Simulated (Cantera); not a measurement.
Feed: 1 mol CHF3, a varied amount of H2, held at 3225 K and 0.150 bar.

Method: chemical equilibrium by Gibbs-energy minimisation in Cantera with the NASA 1993 tables (ideal gas, pure condensed phases). Candidate condensed phases: C, C6H6, C7H8, C8H18; 95 gas species. Kinetics and transport are ignored.

**Question.** At 1.6 mol H2, list the 4 most abundant gas species with their mole fractions, and the condensed phases.

**Answer.** HF 0.699, H 0.184, H2 0.0561, F 0.0207. Condensed: C(graphite).
